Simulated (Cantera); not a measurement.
Input: 1 mol Si₃N₄, 0.07 mol H₂O, 7 mol N₂, held at 0.00293 Torr.

Equilibrium computed with Cantera from the NASA thermochemical tables; the gas is ideal and each condensed phase is pure. Candidate condensed phases: H₂O, Si, SiO₂, Si₂N₂O, Si₃N₄; 35 gas species. The tables' values for SiN are old estimates; treat these amounts as uncertain. The numbers say what is thermodynamically allowed, not how fast it happens.

### Question
At 1673 K, list the 6 most abundant gas species with their mole fractions, and the condensed phases.

### Answer
N₂ 0.876, Si 0.107, SiO 0.00682, H₂ 0.00481, H 0.00400, Si₂ 0.000412. Condensed: Si(s).
